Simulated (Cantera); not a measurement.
**Adiabatic ignition**

An adiabatic, constant-pressure homogeneous reactor starts with C2H4 : O2 : N2 : H2O = 1 : 1.58 : 5.37 : 0.73 (molar parts), at 975 K and 15.8 atm.

Detailed kinetics in Cantera: GRI-Mech 3.0 (53 species, 325 reactions). GRI-Mech 3.0 was tuned for natural gas; its chemistry of ethylene as a main component is partial and can be far from experiment. The pressure lies above the range GRI-Mech 3.0 was tuned for (to about 10 atm). Below about 1000 K GRI-Mech 3.0 lacks low-temperature oxidation paths.

```tsv
t (s)	T (K)	x C2H4	x O2	x H2O	x H2	x HCN	x O	x C2H
4.00e-6	975	0.115	0.182	0.0841	2.42e-12	<1e-12	<1e-12	<1e-12
1.26e-5	975	0.115	0.182	0.0841	7.65e-12	<1e-12	<1e-12	<1e-12
4.00e-5	975	0.115	0.182	0.0841	2.42e-11	<1e-12	<1e-12	<1e-12
0.000126	975	0.115	0.182	0.0841	7.69e-11	<1e-12	<1e-12	<1e-12
0.000400	975	0.115	0.182	0.0841	2.45e-10	<1e-12	<1e-12	<1e-12
0.00126	975	0.115	0.182	0.0841	7.81e-10	<1e-12	<1e-12	<1e-12
0.00400	975	0.115	0.182	0.0841	2.57e-9	<1e-12	<1e-12	<1e-12
0.0126	2432	<1e-12	1.89e-6	0.151	0.118	1.30e-6	3.56e-6	<1e-12
0.0400	2432	<1e-12	1.90e-6	0.151	0.118	1.06e-6	3.56e-6	<1e-12
0.126	2432	<1e-12	1.90e-6	0.151	0.118	1.06e-6	3.56e-6	<1e-12
0.400	2432	<1e-12	1.90e-6	0.151	0.118	1.06e-6	3.56e-6	<1e-12
1.26	2432	<1e-12	1.90e-6	0.151	0.118	1.06e-6	3.56e-6	<1e-12
4.00	2432	<1e-12	1.90e-6	0.151	0.118	1.06e-6	3.56e-6	<1e-12
```
x: mole fraction; the columns are a selection and need not sum to one.

```yaml
time_of_steepest_temperature_rise: 9.08 ms
temperature at 4.00 s: 2432 K
equilibrium_temperature: 2432 K
x(C2H4) at 4.00 s: <1e-12 (gas-phase equilibrium <1e-12)
x(O2) at 4.00 s: 1.90e-6 (gas-phase equilibrium 1.90e-6)
x(H2O) at 4.00 s: 0.151 (gas-phase equilibrium 0.151)
```
